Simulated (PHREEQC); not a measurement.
1 kg of water holding 0.31 mol/kgw NaCl and 0.0097 mol/kgw MgCl2 is evaporated at 50 °C; the solids stay in contact with the brine. No CO2 enters from the air. The run lets Bischofite, Brucite, Halite, MgCl2_4H2O precipitate or redissolve, and no other solid.

Model: Pitzer model, pitzer.dat, run in PHREEQC.

Q: Predict ionic strength, Halite (mol) at water left (kg) = 0.05275, 0.01337, 0.005012.

A: 
```tsv
water left (kg)	ionic strength	Halite (mol)
0.05275	6.43	0
0.01337	7.13	0.244
0.005012	8.75	0.295
```

Constants without temperature data keep their 25 °C values here.
